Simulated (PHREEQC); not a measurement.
1 kg of water meets 20 L of dry gas (CO2 0.53, H2S 0.47 by moles) at fixed total pressure, at 5 atm; fugacities by Peng-Robinson. The gases take part in no redox reaction, some water evaporates into the gas, and hydrates or a liquid gas phase aren't modelled. Nothing may precipitate in this run.

Model: ion-association model, phreeqc.dat, run in PHREEQC.

Problem. Predict dissolved CO2 (all carbonate carbon) (mol/kgw), dissolved H2S (mol/kgw) at T (°C) = 40, 50, 70.

Solution. 
| T (°C) | dissolved CO2 (all carbonate carbon) (mol/kgw) | dissolved H2S (mol/kgw) |
|---|---|---|
| 40 | 0.0618 | 0.140 |
| 50 | 0.0502 | 0.119 |
| 70 | 0.0354 | 0.0916 |

Constants without temperature data keep their 25 °C values here.
